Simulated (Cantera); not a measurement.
An adiabatic, constant-volume homogeneous reactor starts with H2 : O2 : N2 = 1 : 1.02 : 3.84 (molar parts), equivalence ratio 0.49, at 1575 K and 9.08 atm. Integrator tolerance rtol = 1e-08.

Cantera simulation using the H2/O2 subset of GRI-Mech 3.0, which has no nitrogen chemistry; the numbers are that mechanism's predictions, not measurements. The hydrogen kinetics of GRI-Mech 3.0 are dated; newer H2 mechanisms differ, most at raised pressure.

What does this change do: constant pressure in place of constant volume?


| quantity | before | after |
|---|---|---|
| time of steepest temperature rise | 1.29 µs | 1.32 µs |
| temperature at 0.400 s | 2847 K | 2661 K |
| equilibrium temperature | 2847 K | 2661 K |
| x(H2) at 0.400 s | 0.00377 (gas-phase equilibrium 0.00377) | 0.00237 (gas-phase equilibrium 0.00237) |
| x(O2) at 0.400 s | 0.0907 (gas-phase equilibrium 0.0907) | 0.0926 (gas-phase equilibrium 0.0926) |
| x(H2O) at 0.400 s | 0.170 (gas-phase equilibrium 0.170) | 0.175 (gas-phase equilibrium 0.175) |
| x(OH) at 0.400 s | 0.0200 (gas-phase equilibrium 0.0200) | 0.0144 (gas-phase equilibrium 0.0144) |
| x(HO2) at 0.400 s | 4.34e-5 (gas-phase equilibrium 4.34e-5) | 2.64e-5 (gas-phase equilibrium 2.64e-5) |
